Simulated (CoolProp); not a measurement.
Vapour-liquid equilibrium of n-pentane (1) + acetone (2) at 0.216 bar; x and y are mole fractions of (1).

The numbers come from the multi-fluid Helmholtz-energy mixture model, Thol 2019 and Lemmon 2006; pair parameters Bell 2016 in CoolProp.

Give the bubble temperature and the first vapour's composition at x = 0.125, 0.275, 0.95. Is there an azeotrope?

x = 0.125: 273.3 K, y = 0.605; x = 0.275: 268.7 K, y = 0.712; x = 0.95: 269.0 K, y = 0.894. y crosses x between x = 0.725 and 0.8: the model has an azeotrope there.

The pair parameters rest on a limited set of measurements; away from them the model extrapolates. With so large a gap from Raoult's law the liquid may split in two, which this calculation doesn't test in full.
